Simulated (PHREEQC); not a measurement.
## Copper plating or etch bath (model solution)

Dissolve 0.0035 mol/kgw Cu(BF4)2, 0.2 mol/kgw HNO3 and 0.00045 mol/kgw Na2SO4 at 4.9 °C. Closed to the air; pH follows from the charge balance.

Equilibrium calculation in PHREEQC: ion-association model, phreeqc.dat.

```json
{
 "pH": "0.80",
 "ionic_strength": "0.210 mol/kgw",
 "activity_of_water": "0.993",
 "specific_conductance": "38800 µS/cm",
 "density": "1.008 g/cm³",
 "total_alkalinity": "-221 meq/kg"
}
```

```csv
species,molality,activity,log γ
NO3-,0.200,0.140,-0.156
H+,0.198,0.159,-0.097
HF,0.00637,0.00669,0.021
BF4-,0.00524,0.00393,-0.124
Cu+2,0.00349,0.00116,-0.478
H3BO3,0.00155,0.00162,0.021
Na+,0.000900,0.000677,-0.124
HSO4-,0.000358,0.000269,-0.124
BF3OH-,0.000197,0.000148,-0.124
SO4-2,8.74e-5,2.60e-5,-0.527
F-,5.59e-5,3.97e-5,-0.149
BF2(OH)2-,1.91e-5,1.43e-5,-0.124
```

This is a speciation only: nothing precipitates in the calculation. Complexes and solids missing from the database can't appear. Away from 25 °C the constants follow the database's enthalpies or fits; those with neither stay at their 25 °C values. Real BF4- forms and hydrolyses slowly; the run takes it at equilibrium.
